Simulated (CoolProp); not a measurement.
n-octane along the isotherm 585.9 K: fugacity coefficient from the reference equation and from simpler models built on Tc = 568.7 K, pc = 24.84 bar, ω = 0.398; each cubic takes its own stable root.

Model: reference Helmholtz-energy equation of state, Beckmüller 2019, in CoolProp.

```json
[
 {"p (bar)": "0.393", "phase": "gas", "reference": "0.9948"},
 {"p (bar)": "0.744", "phase": "gas", "reference": "0.9902"},
 {"p (bar)": "1.41", "phase": "gas", "reference": "0.9815"},
 {"p (bar)": "2.68", "phase": "gas", "reference": "0.9650"},
 {"p (bar)": "5.07", "phase": "gas", "reference": "0.9343"},
 {"p (bar)": "9.61", "phase": "gas", "reference": "0.8771"},
 {"p (bar)": "18.2", "phase": "gas", "reference": "0.7722"},
 {"p (bar)": "34.6", "phase": "supercritical", "reference": "0.5663"},
 {"p (bar)": "65.5", "phase": "supercritical", "reference": "0.3629"},
 {"p (bar)": "124", "phase": "supercritical", "reference": "0.2618"}
]
```

Problem. How far does each simpler model (van der Waals, Redlich-Kwong, Soave-Redlich-Kwong, Peng-Robinson) lie from the reference over these 10 states: mean and median of the absolute difference, and the worst?

Solution. 
- van der Waals: mean 5.5 %, median 1.5 %, worst +29.4 % at 585.9 K and 124 bar
- Redlich-Kwong: mean 1.8 %, median 0.4 %, worst +10.0 % at 585.9 K and 124 bar
- Soave-Redlich-Kwong: mean 3.0 %, median 0.6 %, worst +14.3 % at 585.9 K and 124 bar
- Peng-Robinson: mean 0.8 %, median 0.5 %, worst +3.4 % at 585.9 K and 124 bar
